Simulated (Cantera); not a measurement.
Feed: 1 mol Si3N4, 0.022 mol O2, 580 mol H2, at 10.0 Torr.

Equilibrium computed with Cantera from the NASA thermochemical tables; the gas is ideal and each condensed phase is pure. Candidate condensed phases: H2O, Si, SiO2, Si2N2O, Si3N4; 35 gas species. Gases not in the tables: Si2H6 and higher silanes. Equilibrium is a limit: real reactors are often held back by kinetics, nucleation or transport.

**Question.** Which condensed phases are stable at each of these points (T (°C)): 1675, 1700, 1725, 1750, 1775, 1800, 1825, 1850, 1875, 1900, 1925, 1950, 1975?

**Answer.** 
```json
[
 {"T (°C)": "1675", "condensed phases": "Si(l)", "Si condensed (%)": "58.9"},
 {"T (°C)": "1700", "condensed phases": "Si(l)", "Si condensed (%)": "45.1"},
 {"T (°C)": "1725", "condensed phases": "Si(l)", "Si condensed (%)": "27.0"},
 {"T (°C)": "1750", "condensed phases": "Si(l)", "Si condensed (%)": "3.3"},
 {"T (°C)": "1775", "condensed phases": "gas only", "Si condensed (%)": "0.0"},
 {"T (°C)": "1800", "condensed phases": "gas only", "Si condensed (%)": "0.0"},
 {"T (°C)": "1825", "condensed phases": "gas only", "Si condensed (%)": "0.0"},
 {"T (°C)": "1850", "condensed phases": "gas only", "Si condensed (%)": "0.0"},
 {"T (°C)": "1875", "condensed phases": "gas only", "Si condensed (%)": "0.0"},
 {"T (°C)": "1900", "condensed phases": "gas only", "Si condensed (%)": "0.0"},
 {"T (°C)": "1925", "condensed phases": "gas only", "Si condensed (%)": "0.0"},
 {"T (°C)": "1950", "condensed phases": "gas only", "Si condensed (%)": "0.0"},
 {"T (°C)": "1975", "condensed phases": "gas only", "Si condensed (%)": "0.0"}
]
```

From 1675 °C to 1750 °C the condensed part is Si(l). From 1775 °C to 1975 °C nothing is condensed.
